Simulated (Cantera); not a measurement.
Cantera run:

```python
import numpy as np
import cantera as ct

gas_names = """
    Ca CaCL CaCL2 CaO CaOH CaO2H2 Ca2 CL CLO CL2 H HCL HOCL HO2 H2 H2O H2O2 O OH O2 O3
""".split()
cond_names = """
    Ca(a) Ca(b) Ca(L) CaCL2(s) CaCL2(L) CaO(s) CaO(L) CaO2H2(s) H2O(s) H2O(L)
""".split()


def load(file, names, dense=False):
    # The tables refer to 1 bar. Condensed volumes are neglected.
    table = {s.name: s for s in ct.Species.list_from_file(file)}
    out = []
    for n in names:
        d = dict(table[n].input_data)
        d["thermo"] = dict(d["thermo"], **{"reference-pressure": 1e5})
        if dense:
            d["equation-of-state"] = {"model": "constant-volume", "density": "1e6 g/cm^3"}
        out.append(ct.Species.from_dict(d))
    return out


gas = ct.Solution(thermo="ideal-gas", species=load("nasa_gas.yaml", gas_names))
cond = {s.name: ct.Solution(thermo="fixed-stoichiometry", species=[s], name=s.name)
        for s in load("nasa_condensed.yaml", cond_names, dense=True)}
atoms = {
    'CaO': {'Ca': 1, 'O': 1},
    'HCl': {'H': 1, 'CL': 1},
    'H2': {'H': 2},
}
top_T = {}  # K; cautious upper limits of use, not melting points


def equilibrate(T, P, feed):
    n = {}
    for name, mol in feed.items():
        for a, k in atoms[name].items():
            n[a] = n.get(a, 0.0) + k * mol
    gas.TPX = T, P, n
    mass = sum(n.values()) * gas.mean_molecular_weight
    gas.equilibrate("TP")
    valid = [c for c in cond.values() if c.min_temp <= T <= top_T.get(c.name, c.max_temp)]
    mix = ct.Mixture([(gas, mass / gas.mean_molecular_weight)] + [(c, 0.0) for c in valid])
    mix.T, mix.P = T, P
    mix.equilibrate("TP", solver="vcs", rtol=1e-11, max_steps=5000)
    return mix


results = []
feed = {'CaO': 1, 'HCl': 61, 'H2': 3.5}  # mol
T = 1225  # K
for P in [1, 3.6, 13, 46, 170, 600, 2200, 7700, 28000, 100000]:
    mix = equilibrate(T, P, feed)
    results.append((T, P, feed, dict(zip(mix.species_names, mix.species_moles))))

top = {s: max(r[3][s] / sum(r[3][g] for g in gas_names) for r in results) for s in gas_names}
cols = sorted((s for s in top if top[s] > 1e-05), key=lambda s: -top[s])[:7]
seen = [c for c in cond_names if any(r[3].get(c, 0) > 1e-12 for r in results)]
print("log10 of partial pressures in bar; condensed amounts in mol")
print(f"{'P/Pa':>10s}" + "".join(f"{s[:9]:>10s}" for s in cols + seen))
for T, P, feed, n in results:
    ng = sum(n[g] for g in gas_names)
    print(f"{P:10.4g}" + "".join(f"{np.log10(max(n[s] / ng * P / 1e5, 1e-99)):10.3f}" for s in cols)
          + "".join(f"{n.get(c, 0):10.4g}" for c in seen))
```

Output:

```
log10 of partial pressures in bar; condensed amounts in mol
      P/Pa       HCL        H2       H2O     CaCL2        CL         H  CaCL2(L)
         1    -5.039    -6.264    -6.810    -6.810    -8.478    -9.638         0
       3.6    -4.483    -5.709    -6.253    -6.253    -8.200    -9.361         0
        13    -3.925    -5.151    -5.696    -5.696    -7.921    -9.082         0
        46    -3.376    -4.603    -5.147    -5.147    -7.646    -8.808         0
       170    -2.805    -4.031    -4.575    -4.911    -7.360    -8.522    0.5382
       600    -2.255    -3.481    -4.026    -4.911    -7.085    -8.247    0.8698
      2200    -1.690    -2.917    -3.461    -4.911    -6.803    -7.965    0.9646
      7700    -1.146    -2.372    -2.916    -4.911    -6.531    -7.692    0.9899
   2.8e+04    -0.585    -1.812    -2.356    -4.911    -6.250    -7.412    0.9972
     1e+05    -0.032    -1.259    -1.803    -4.911    -5.974    -7.136    0.9992
```

Cantera equilibrium calculation (NASA polynomials, part measured and part estimated; ideal gas, pure solids and liquids). Condensed phases not in the tables: oxide chlorides.
